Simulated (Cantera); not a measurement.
## Ignition delay

Mixture: CH4 : C2H6 : C3H8 : O2 : N2 = 1 : 0.14 : 1.5 : 7.68 : 28.9 (molar parts), at 0.370 bar, adiabatic and at constant volume. Ignition delay is the time to a rise of 400 K.

Computed with Cantera and GRI-Mech 3.0 (53 species, 325 reactions). GRI-Mech 3.0 was tuned for natural gas; its chemistry of propane as a main component is partial and can be far from experiment.

| T0 (K) | delay (ms) |
|---|---|
| 1050 | 216 |
| 1150 | 23.3 |
| 1250 | 3.41 |
| 1350 | 0.751 |
| 1450 | 0.241 |
| 1550 | 0.104 |
| 1650 | 0.0553 |
| 1750 | 0.0340 |

| Quantity | Value |
|---|---|
| apparent activation energy between 1550 and 1750 K | 130 kJ/mol |
